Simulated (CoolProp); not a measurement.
Saturation properties of C3F8 (R218).

Computed with CoolProp (reference Helmholtz-energy equation of state, Lemmon 2006). It is a short technical equation, of lower accuracy than the large ones.

```
T (K)  p (MPa)  liquid density (kg/m³)  vapour density (kg/m³)  enthalpy of vaporisation (kJ/kg)  liquid cp (kJ/(kg K))
-----  -------  ----------------------  ----------------------  --------------------------------  ---------------------
241.5   0.1271                    1591                   12.69                             103.2                 0.9868
248.8   0.1722                    1562                   16.94                             100.4                  1.004
256.1   0.2286                    1531                   22.23                             97.45                  1.023
263.4   0.2981                    1499                   28.76                             94.31                  1.043
270.7   0.3825                    1466                   36.76                             90.98                  1.065
278     0.4837                    1431                   46.49                             87.42                  1.089
285.3   0.6038                    1395                   58.32                             83.59                  1.116
292.5   0.7427                    1356                   72.48                             79.49                  1.147
299.8   0.9067                    1314                   90.00                             74.94                  1.185
```

It boils at 236.4 K under 1 atm.
